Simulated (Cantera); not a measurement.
Cantera run, input and output.

```python
import numpy as np
import cantera as ct

surf = ct.Interface("ptcombust.yaml", "Pt_surf")
gas = surf.adjacent["gas"]
gas.TPX = 800, 180000, {'CO': 0.0046, 'O2': 0.18, 'N2': 0.79}
surf.TP = 800, 180000
reactor = ct.FlowReactor(gas, clone=False)
reactor.area = 0.0001  # m2
reactor.surface_area_to_volume_ratio = 180  # 1/m
reactor.mass_flow_rate = 0.63 * reactor.area * gas.density  # inlet velocity 0.63 m/s
reactor.energy_enabled = False
wall = ct.ReactorSurface(surf, reactor, clone=False)
net = ct.ReactorNet([reactor])
net.rtol, net.atol = 1e-8, 1e-16
show, cover = ['CO', 'O2', 'H2O', 'CO2'], ['PT(S)', 'H(S)', 'O(S)', 'OH(S)', 'CO(S)', 'C(S)']

rows = []
print(f"{'z/m':>9s}{'u/(m/s)':>9s}" + "".join(f"{s:>13s}" for s in show + cover))
for z in [0.00069, 0.0011, 0.0019, 0.0032, 0.0053, 0.0089, 0.015, 0.025, 0.041, 0.069]:
    net.advance(z)
    rows.append([reactor.speed, *gas[show].X, *surf[cover].coverages])
    print(f"{z:9.4g}{rows[-1][0]:9.3g}" + "".join(f"{x:13.4e}" for x in rows[-1][1:]))
```

Result:

```
      z/m  u/(m/s)           CO           O2          H2O          CO2        PT(S)         H(S)         O(S)        OH(S)        CO(S)         C(S)
  0.00069     0.63   4.4870e-03   1.8460e-01  -7.5973e-31   2.3343e-04   2.8111e-02   3.5627e-25   9.7105e-01   1.4617e-19   8.3708e-04   7.9946e-17
   0.0011     0.63   4.3575e-03   1.8454e-01   4.7604e-30   3.6326e-04   2.7851e-02   3.1539e-25   9.7135e-01   1.2362e-19   7.9771e-04   7.5458e-17
   0.0019     0.63   4.1214e-03   1.8445e-01   2.9777e-29   5.9989e-04   2.7396e-02  -5.0927e-25   9.7187e-01  -1.8361e-19   7.2967e-04   6.7859e-17
   0.0032     0.63   3.7779e-03   1.8431e-01   2.2576e-29   9.4417e-04   2.6774e-02   1.9050e-25   9.7259e-01   1.6621e-19   6.3841e-04   5.7982e-17
   0.0053     0.63   3.3063e-03   1.8411e-01   7.9583e-30   1.4169e-03   2.5989e-02   4.7366e-26   9.7348e-01   1.1866e-19   5.2597e-04   4.6326e-17
   0.0089    0.629   2.6702e-03   1.8385e-01  -1.1209e-29   2.0545e-03   2.5037e-02   6.3410e-24   9.7457e-01   3.8750e-18   3.9381e-04   3.3378e-17
    0.015    0.629   1.9107e-03   1.8354e-01   2.2237e-30   2.8158e-03   2.4032e-02   8.1468e-25   9.7571e-01   7.6088e-19   2.5934e-04   2.1074e-17
    0.025    0.629   1.1505e-03   1.8323e-01   1.2672e-29   3.5778e-03   2.3144e-02   7.2134e-25   9.7671e-01   6.5692e-20   1.4469e-04   1.1312e-17
    0.041    0.629   5.3790e-04   1.8298e-01   3.0719e-27   4.1919e-03   2.2499e-02  -1.3369e-23   9.7744e-01  -7.8458e-18   6.3881e-05   4.8512e-18
    0.069    0.629   1.5066e-04   1.8282e-01   9.6220e-28   4.5800e-03   2.2119e-02   2.0846e-23   9.7786e-01   6.2039e-18   1.7286e-05   1.2900e-18
```

Model: Deutschmann's 1995 Pt surface mechanism with GRI-Mech 3.0 gas chemistry, integrated in Cantera. Catalytic surfaces can have several steady states; this one follows from the mechanism file's or the stated starting coverage. Mass transfer to the wall is taken as infinitely fast.
